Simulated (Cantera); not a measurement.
## Ignition delay

Mixture: CO : H₂ : O₂ : N₂ : CO₂ = 1 : 0.059 : 0.602 : 2.26 : 0.68 (molar parts), equivalence ratio 0.88, at 31.0 bar, adiabatic and at constant pressure. Ignition delay is the time to a rise of 400 K.

Detailed kinetics in Cantera: GRI-Mech 3.0 (53 species, 325 reactions). The hydrogen kinetics of GRI-Mech 3.0 are dated; newer H2 mechanisms differ, most at raised pressure. The pressure lies above the range GRI-Mech 3.0 was tuned for (to about 10 atm).

| T0 (K) | delay (ms) |
|---|---|
| 1223 | 0.0895 |
| 1273 | 0.0460 |
| 1323 | 0.0253 |
| 1373 | 0.0149 |
| 1423 | 0.00951 |
| 1473 | 0.00656 |
| 1523 | 0.00487 |
| 1573 | 0.00384 |

The apparent activation energy between 1473 and 1573 K is 100 kJ/mol.
